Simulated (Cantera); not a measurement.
Feed: 1 mol PbS, 130 mol H2, 0.49 mol N2, equilibrated at 850 K.

These are equilibrium values from Cantera (NASA tables, ideal gas, pure condensed phases), not measurements of a reactor. Candidate condensed phases: Pb, PbS, S; 18 gas species. The numbers say what is thermodynamically allowed, not how fast it happens.

log p: log10 of the partial pressure in bar; n: condensed amount in mol.

```csv
P (Pa),log p H2,log p PbS,log p N2,log p H2S,log p Pb,n Pb(l),n PbS(s)
10,-4.01,-6.30,-6.43,-6.58,-6.58,0,0
68,-3.17,-6.09,-5.59,-5.62,-6.50,0.403,0.378
460,___,-6.09,___,___,-6.50,0.456,0.512
3200,-1.50,-6.09,-3.92,-3.94,-6.50,0.463,0.532
22000,-0.66,-6.09,-3.08,-3.11,-6.50,0.464,0.535
150000,___,-6.09,___,___,-6.50,0.464,0.535
1000000,1.00,-6.09,-1.49,-1.45,-6.50,0.464,0.536
```

Task: Complete the blanks.

Result: 
- 460, log p H2: -2.34
- 460, log p N2: -4.76
- 460, log p H2S: -4.79
- 150000, log p H2: 0.17
- 150000, log p N2: -2.26
- 150000, log p H2S: -2.27
